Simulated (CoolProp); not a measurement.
Vapour-liquid equilibrium of dimethyl carbonate (1) + n-nonane (2) at 117.35 °C; x and y are mole fractions of (1).

Computed with CoolProp (multi-fluid Helmholtz-energy mixture model, Zhou 2011 and Lemmon 2006; pair parameters Bell 2016).

```tsv
x	bubble pressure (MPa)	y at the bubble point	dew pressure at overall composition x (MPa)	liquid density (mol/L)
0.05	0.06355	0.421	0.04004	5.112
0.15	0.1079	0.684	0.04451	5.398
0.25	0.1415	0.777	0.05007	5.715
0.35	0.1650	0.823	0.05718	6.072
0.45	0.1808	0.849	0.06662	6.477
0.55	0.1915	0.867	0.07970	6.944
0.65	0.1996	0.883	0.09901	7.488
0.75	0.2068	0.900	0.1299	8.131
0.85	0.2143	0.925	0.1813	8.900
0.95	0.2218	0.967	0.2194	9.830
```

No azeotrope shows between x = 0.05 and 0.95.

The pair parameters rest on a limited set of measurements; away from them the model extrapolates. With so large a gap from Raoult's law the liquid may split in two, which this calculation doesn't test in full.
